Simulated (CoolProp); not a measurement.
Acetone along the isotherm 538.4 K: density (kg/m³) from the reference equation and from simpler models built on Tc = 508.1 K, pc = 4.692 MPa, ω = 0.307; each cubic takes its own stable root.

Values from CoolProp's reference Helmholtz-energy equation of state, Lemmon 2006. It is a short technical equation, of lower accuracy than the large ones.

| p (MPa) | phase | reference |
|---|---|---|
| 0.0742 | gas | 0.9676 |
| 0.152 | gas | 1.993 |
| 0.313 | gas | 4.151 |
| 0.642 | gas | 8.720 |
| 1.32 | gas | 18.90 |
| 2.71 | gas | 44.08 |
| 5.56 | supercritical | 140.7 |
| 11.4 | supercritical | 448.2 |
| 23.5 | supercritical | 537.4 |

Q: How far does each simpler model (van der Waals, Redlich-Kwong, Soave-Redlich-Kwong, Peng-Robinson) lie from the reference over these 9 states: mean and median of the absolute difference, and the worst?

A: 
- van der Waals: mean 9.1 %, median 1.8 %, worst -35.9 % at 538.4 K and 23.5 MPa
- Redlich-Kwong: mean 5.3 %, median 0.7 %, worst -23.2 % at 538.4 K and 11.4 MPa
- Soave-Redlich-Kwong: mean 6.8 %, median 1.3 %, worst -26.1 % at 538.4 K and 11.4 MPa
- Peng-Robinson: mean 4.0 %, median 0.3 %, worst -18.8 % at 538.4 K and 11.4 MPa
